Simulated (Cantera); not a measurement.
Cantera run, input and output.

```python
import numpy as np
import cantera as ct

gas = ct.Solution("gri30.yaml")


def delay(T, t_max=10):
    gas.TPX = T, 2600000, {'CH4': 1, 'C2H6': 0.044, 'C3H8': 0.13, 'O2': 2.16, 'N2': 8.11}
    reactor = ct.IdealGasConstPressureReactor(gas, clone=False)
    net = ct.ReactorNet([reactor])
    net.rtol, net.atol = 1e-8, 1e-16
    while net.time < t_max:
        t_old, T_old = net.time, reactor.T
        net.step()
        if reactor.T > T + 400:  # ignition: a rise of 400 K
            return t_old + (T + 400 - T_old) / (reactor.T - T_old) * (net.time - t_old)
    return np.nan


taus = []
for T in [1150, 1225, 1300, 1375, 1450, 1525, 1600, 1675]:
    taus.append(delay(T))
    print(f"T0 = {T:6g} K   tau = {taus[-1]:.4e} s")
```

Output:

```
T0 =   1150 K   tau = 1.3227e-03 s
T0 =   1225 K   tau = 5.1988e-04 s
T0 =   1300 K   tau = 2.0832e-04 s
T0 =   1375 K   tau = 8.6092e-05 s
T0 =   1450 K   tau = 3.7692e-05 s
T0 =   1525 K   tau = 1.7843e-05 s
T0 =   1600 K   tau = 9.2025e-06 s
T0 =   1675 K   tau = 5.1566e-06 s
```

Model: GRI-Mech 3.0 (53 species, 325 reactions), integrated in Cantera. GRI-Mech 3.0 was tuned for natural gas; its chemistry of propane as a main component is partial and can be far from experiment. The pressure lies above the range GRI-Mech 3.0 was tuned for (to about 10 atm).
